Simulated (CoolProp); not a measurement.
Values from CoolProp's reference Helmholtz-energy equation of state, Lemmon 2006. It is a short technical equation, of lower accuracy than the large ones.

Question: Give the vapour pressure (bar), liquid density (kg/m³), vapour density (kg/m³), enthalpy of vaporisation (kJ/kg) of saturated carbon monoxide at -167.05 °C.

Answer: 
```json
[
 {"T (°C)": "-167.05", "p (bar)": "8.33", "liquid density (kg/m³)": "671", "vapour density (kg/m³)": "32.3", "enthalpy of vaporisation (kJ/kg)": "171"}
]
```
